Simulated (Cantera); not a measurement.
Equilibrium for iron carbonyl, mercury and lead vapours: HgO + O2 + N2

Charge: 1 mol HgO, 0.6 mol O2, 4.8 mol N2, at 500 K and 7.50 Torr.

These are equilibrium values from Cantera (NASA tables, ideal gas, pure condensed phases), not measurements of a reactor. Candidate condensed phases: Hg, HgO; 10 gas species. The numbers say what is thermodynamically allowed, not how fast it happens.

```yaml
x(N2): 0.860
x(O2): 0.118
x(Hg): 0.0213
n(HgO(s)): 0.881 mol
gas_amount: 5.578 mol
log10 activity of Hg(l) (absent): -2.39
```
